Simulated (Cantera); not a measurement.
A closed system holds: 1 mol SiC, 0.0011 mol O2, 42 mol N2, at 0.400 Pa.

These are equilibrium values from Cantera (NASA tables, ideal gas, pure condensed phases), not measurements of a reactor. Candidate condensed phases: C, Si, SiC, SiO2, Si2N2O, Si3N4; 34 gas species. N2 is the only nitrogen source here; it is nearly inert below about 1500 K, so the nitride shown seldom forms there in practice. Mutual solubility and eutectic melting of coexisting phases are not modelled. The numbers say what is thermodynamically allowed, not how fast it happens.

### Question
What share of the Si ends up in condensed phases as a function of T (°C), at 775, 925, 1075, 1225, 1375, 1525, 1675, 1825?

### Answer
| T (°C) | Si condensed (%) | as |
|---|---|---|
| 775 | 100.0 | SiC(s) + Si2N2O(s) |
| 925 | 100.0 | SiC(s) + Si2N2O(s) |
| 1075 | 99.9 | SiC(s) |
| 1225 | 99.8 | SiC(s) |
| 1375 | 96.6 | SiC(s) |
| 1525 | 18.3 | SiC(s) |
| 1675 | 0.0 | - |
| 1825 | 0.0 | - |
